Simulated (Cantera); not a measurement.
Charge: 1 mol Al(CH3)3, 0.95 mol N2O, 3.5 mol H2, at 1223.15 K and 10000 Pa.

Cantera equilibrium calculation (NASA polynomials, part measured and part estimated; ideal gas, pure solids and liquids). Candidate condensed phases: Al, AlN, Al2O3, C, C6H6, C7H8, C8H18, H2O; 148 gas species. The feed counts by its element totals alone. Mutual solubility and eutectic melting of coexisting phases are not modelled. Kinetics and transport are ignored.

### Question
What is the equilibrium state?

### Answer
x(H2): 0.911
x(N2): 0.0874
x(CH4): 0.00110
x(CO): 0.000457
x(HCN): 2.70e-5
x(NH3): 4.42e-6
n(AlN(s)): 0.369 mol
n(Al2O3(s)): 0.315 mol
n(C(graphite)): 2.99 mol
gas amount: 8.760 mol
log10 activity of Al(l) (absent): -6.89
